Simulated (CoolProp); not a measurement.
Values from CoolProp's reference Helmholtz-energy equation of state, Lemmon 2006. It is a short technical equation, of lower accuracy than the large ones.

Problem. Give the vapour pressure (kPa), liquid density (kg/m³), vapour density (kg/m³), surface tension (mN/m) of saturated isohexane at 14.55, 45.15 °C.

Solution. 
```
T (°C)  p (kPa)  liquid density (kg/m³)  vapour density (kg/m³)  surface tension (mN/m)
------  -------  ----------------------  ----------------------  ----------------------
14.55      18.0                     658                   0.657                    17.9
45.15      61.1                     630                    2.06                    14.9
```

Surface tension comes from a separate correlation (Mulero 2012).
